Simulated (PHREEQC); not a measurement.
Copper plating or etch bath (model solution)

Dissolve 0.0015 mol/kgw CuCl2, 0.00079 mol/kgw HBF4 and 0.00017 mol/kgw H3BO3 at 20 °C. Closed to the air; pH follows from the charge balance.

All values are PHREEQC results (ion-association model, wateq4f.dat), not measurements.

Each row changes one thing in this solution. This is a speciation only: nothing precipitates in the calculation.

```json
[
 {"case": "as made", "pH": "2.95", "ionic strength (mol/kgw)": "0.00566", "HF (mol/kgw)": "0.00138", "F- (mol/kgw)": "0.000971", "H3BO3 (mol/kgw)": "0.000744", "BF4- (mol/kgw)": "0.000150", "SI of CuF2:2H2O (CuF2:2H2O)": "-4.56", "SI of Tenorite (CuO)": "-4.88"},
 {"case": "CuCl2 from 0.0015 to 0.00075 mol/kgw", "pH": "2.95", "ionic strength (mol/kgw)": "0.00342", "HF (mol/kgw)": "0.00139", "F- (mol/kgw)": "0.000962", "H3BO3 (mol/kgw)": "0.000743", "BF4- (mol/kgw)": "0.000151", "SI of CuF2:2H2O (CuF2:2H2O)": "-4.82", "SI of Tenorite (CuO)": "-5.15"},
 {"case": "HBF4 from 0.00079 to 0.00158 mol/kgw", "pH": "2.77", "ionic strength (mol/kgw)": "0.00630", "HF (mol/kgw)": "0.00213", "F- (mol/kgw)": "0.000985", "H3BO3 (mol/kgw)": "(withheld)", "BF4- (mol/kgw)": "0.000678", "SI of CuF2:2H2O (CuF2:2H2O)": "-4.55", "SI of Tenorite (CuO)": "-5.25"},
 {"case": "temperature from 20 to 90 °C", "pH": "3.16", "ionic strength (mol/kgw)": "0.00499", "HF (mol/kgw)": "0.00237", "F- (mol/kgw)": "0.000686", "H3BO3 (mol/kgw)": "0.000931", "BF4- (mol/kgw)": "5.59e-6", "SI of CuF2:2H2O (CuF2:2H2O)": "-4.38", "SI of Tenorite (CuO)": "-2.30"},
 {"case": "diluted 10-fold with water", "pH": "3.63", "ionic strength (mol/kgw)": "(withheld)", "HF (mol/kgw)": "7.49e-5", "F- (mol/kgw)": "0.000240", "H3BO3 (mol/kgw)": "9.59e-5", "BF4- (mol/kgw)": "7.55e-10", "SI of CuF2:2H2O (CuF2:2H2O)": "-6.64", "SI of Tenorite (CuO)": "-4.43"},
 {"case": "temperature from 20 to 70 °C", "pH": "3.09", "ionic strength (mol/kgw)": "0.00523", "HF (mol/kgw)": "0.00216", "F- (mol/kgw)": "0.000799", "H3BO3 (mol/kgw)": "0.000905", "BF4- (mol/kgw)": "1.99e-5", "SI of CuF2:2H2O (CuF2:2H2O)": "-4.36", "SI of Tenorite (CuO)": "-2.97"},
 {"case": "diluted 2-fold with water", "pH": "3.12", "ionic strength (mol/kgw)": "0.00302", "HF (mol/kgw)": "0.000734", "F- (mol/kgw)": "0.000759", "H3BO3 (mol/kgw)": "0.000457", "BF4- (mol/kgw)": "1.07e-5", "SI of CuF2:2H2O (CuF2:2H2O)": "-5.02", "SI of Tenorite (CuO)": "-4.79"}
]
```

Q: What belongs in the gaps?

A: 
- HBF4 from 0.00079 to 0.00158 mol/kgw, H3BO3 (mol/kgw): 0.000909
- diluted 10-fold with water, ionic strength (mol/kgw): 0.000690

Species that the database lacks are ignored. Constants without temperature data keep their 25 °C values here. Real BF4- forms and hydrolyses slowly; the run takes it at equilibrium.
